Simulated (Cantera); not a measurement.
Charge: 1 mol Si₃N₄, 0.49 mol N₂O, 130 mol H₂, held at 973 K and 12.0 mbar.

Method: chemical equilibrium by Gibbs-energy minimisation in Cantera with the NASA 1993 tables (ideal gas, pure condensed phases). Candidate condensed phases: H₂O, Si, SiO₂, Si₂N₂O, Si₃N₄; 35 gas species. Rates play no part.

Base state: H₂ 0.995, N₂ 0.00500 (mole fractions); condensed: Si₂N₂O(s) + Si₃N₄(s).

### Question
What changes in the equilibrium state with this change: Si₃N₄ replaced by SiC?

### Answer
| species | before | after |
|---|---|---|
| H₂ | 0.995 | 0.998 |
| CH₄ | 0 | 0.00154 |
| N₂ | 0.00500 | 5.59e-8 |
| Si₂N₂O(s), mol | 0.490 | 0.490 |
| Si₃N₄(s), mol | 0.673 | 0 |
| C(graphite), mol | 0 | 0.780 |
| SiC(s), mol | 0 | 0.0200 |
Further candidate phases: C, C₆H₆, C₇H₈, C₈H₁₈, SiC.
